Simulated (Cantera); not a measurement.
A freely propagating, adiabatic, planar premixed flame of H2 : O2 : N2 : H2O = 1 : 0.417 : 1.57 : 0.85 (molar parts), unburnt at 575 K and 2480 Torr; mixture-averaged transport, grid criteria slope 0.08 and curve 0.16, no radiation.

Detailed kinetics in Cantera: the H2/O2 subset of GRI-Mech 3.0, which has no nitrogen chemistry. The hydrogen kinetics of GRI-Mech 3.0 are dated; newer H2 mechanisms differ, most at raised pressure. Burning velocities carry a grid error of a few per cent, more on coarse grids.

Question: What does this change do: inlet temperature 575 to 675 K?

Answer: 
```tsv
quantity	before	after
laminar burning velocity	332 cm/s	507 cm/s
thermal thickness	0.0941 mm	0.0972 mm
peak x(H)	0.0150	0.0187
peak x(O)	0.00204	0.00262
peak x(H2O2)	0.000125	9.45e-5
```

Question: What does this change do: inlet temperature 575 to 625 K?

Answer: 
| quantity | before | after |
|---|---|---|
| laminar burning velocity | 332 cm/s | 412 cm/s |
| thermal thickness | 0.0941 mm | 0.0953 mm |
| peak x(H) | 0.0150 | 0.0167 |
| peak x(O) | 0.00204 | 0.00232 |
| peak x(H2O2) | 0.000125 | 0.000110 |
